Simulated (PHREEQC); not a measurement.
Consider water at 25 °C with 0.17 mol CdSO4, 0.0006 mol MgSO4 and 0.00012 mol NaF per kg of water. Closed to the air; pH follows from the charge balance.

Computed with PHREEQC (ion-association model, phreeqc.dat).

Task: The ionic strength comes out as 0.300 mol/kgw. What activity coefficients do Na+, SO4-2, NaSO4-, CdF+, Cd(SO4)2-2 get?

Result: Na+ 0.73, SO4-2 0.25, NaSO4- 0.72, CdF+ 0.73, Cd(SO4)2-2 0.29.

This is a speciation only: nothing precipitates in the calculation. Species that the database lacks are ignored.
